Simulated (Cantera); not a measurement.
A perfectly stirred reactor is fed with CH4 : O2 : N2 = 1 : 2.44 : 9.17 (molar parts), at 3.20 bar; it is adiabatic with a 725 K inlet, and is followed from long to short residence time, starting on the burning branch (τ in s: 0.065, 0.036, 0.02, 0.011, 0.0062, 0.0035, 0.0019, 0.0011, 0.0006, 0.00033, 0.00018, 0.0001, 5.7e-05).

Cantera simulation using GRI-Mech 3.0 (53 species, 325 reactions); the numbers are that mechanism's predictions, not measurements.

Q: What does this change do: inlet temperature 725 to 650 K?

A: 
| quantity | before | after |
|---|---|---|
| blow-out, bracketed by the residence times tried | burning at 57.0 µs, the shortest tried | burning at 57.0 µs, the shortest tried |
| x(CH4) at τ = 65.0 ms | 1.17e-6 | 1.48e-6 |
| x(O2) at τ = 65.0 ms | 0.0336 | 0.0339 |
| x(C2H) at τ = 65.0 ms | <1e-12 | <1e-12 |
| x(HO2) at τ = 65.0 ms | 3.63e-6 | 3.18e-6 |
| x(NO) at τ = 65.0 ms | 0.00368 | 0.00263 |
| x(CH4) at τ = 1.90 ms | 2.79e-5 | 3.25e-5 |
| x(O2) at τ = 1.90 ms | 0.0365 | 0.0365 |
| x(C2H) at τ = 1.90 ms | 8.04e-11 | 9.16e-11 |
| x(HO2) at τ = 1.90 ms | 4.92e-6 | 4.82e-6 |
| x(NO) at τ = 1.90 ms | 0.000448 | 0.000305 |

Q: What does this change do: O2 2.44 to 1.8 parts?

A: 
```json
[
 {"quantity": "blow-out, bracketed by the residence times tried", "before": "burning at 57.0 µs, the shortest tried", "after": "burning at 57.0 µs, the shortest tried"},
 {"quantity": "x(CH4) at τ = 65.0 ms", "before": "1.17e-6", "after": "7.58e-6"},
 {"quantity": "x(O2) at τ = 65.0 ms", "before": "0.0336", "after": "0.000318"},
 {"quantity": "x(C2H) at τ = 65.0 ms", "before": "<1e-12", "after": "3.93e-11"},
 {"quantity": "x(HO2) at τ = 65.0 ms", "before": "3.63e-6", "after": "1.16e-7"},
 {"quantity": "x(NO) at τ = 65.0 ms", "before": "0.00368", "after": "0.000354"},
 {"quantity": "x(CH4) at τ = 1.90 ms", "before": "2.79e-5", "after": "5.32e-5"},
 {"quantity": "x(O2) at τ = 1.90 ms", "before": "0.0365", "after": "0.00239"},
 {"quantity": "x(C2H) at τ = 1.90 ms", "before": "8.04e-11", "after": "1.33e-9"},
 {"quantity": "x(HO2) at τ = 1.90 ms", "before": "4.92e-6", "after": "1.35e-6"},
 {"quantity": "x(NO) at τ = 1.90 ms", "before": "0.000448", "after": "0.000379"}
]
```
